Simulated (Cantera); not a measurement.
Charge: 1 mol TiO2, 3.7 mol C, a varied amount of H2, held at 1002 °C and 0.133 bar.

Method: chemical equilibrium by Gibbs-energy minimisation in Cantera with the NASA 1993 tables (ideal gas, pure condensed phases). Candidate condensed phases: C, C6H6, C7H8, C8H18, H2O, Ti, TiC, TiO, TiO2, Ti2O3, Ti3O5, Ti4O7; 113 gas species. Mutual solubility and eutectic melting of coexisting phases are not modelled. TiC: taken at fixed stoichiometry. Condensed phases not in the tables: Magnéli phases beyond Ti4O7. Kinetics and transport are ignored.

log p: log10 of the partial pressure in bar; n: condensed amount in mol.

| n(H2) (mol) | log p H2 | log p CO | log p CH4 | log p CO2 | log p H2O | log p H | n C(graphite) | n Ti4O7(s) | n Ti3O5(s) | n TiC(s) |
|---|---|---|---|---|---|---|---|---|---|---|
| 0.13 | -1.34 | -1.06 | -4.72 | -4.27 | -4.33 | -6.80 | 3.45 | 0.250 | 0 | 0 |
| 0.25 | -1.18 | -1.18 | -4.39 | -4.51 | -4.29 | -6.72 | 3.45 | 0.250 | 0 | 0 |
| 0.5 | -1.05 | -1.35 | -4.14 | -4.86 | -4.34 | -6.66 | 3.45 | 0.250 | 0 | 0 |
| 0.99 | (withheld) | (withheld) | (withheld) | (withheld) | (withheld) | -6.63 | 3.37 | 0 | 0.333 | 0 |
| 1.9 | -0.95 | (withheld) | (withheld) | (withheld) | (withheld) | -6.61 | 3.37 | 0 | 0.333 | 0 |
| 3.8 | -0.91 | -1.97 | -3.86 | -6.09 | -4.81 | -6.59 | 3.36 | 0 | 0.333 | 0 |
| 7.5 | -0.90 | -2.18 | -3.83 | -6.51 | -5.01 | -6.58 | 3.27 | 0 | 0.322 | 0.0347 |

What belongs in the gaps?


- 0.99, log p H2: -1.00
- 0.99, log p CO: -1.47
- 0.99, log p CH4: -4.04
- 0.99, log p CO2: -5.10
- 0.99, log p H2O: -4.41
- 1.9, log p CO: -1.70
- 1.9, log p CH4: -3.92
- 1.9, log p CO2: -5.56
- 1.9, log p H2O: -4.58
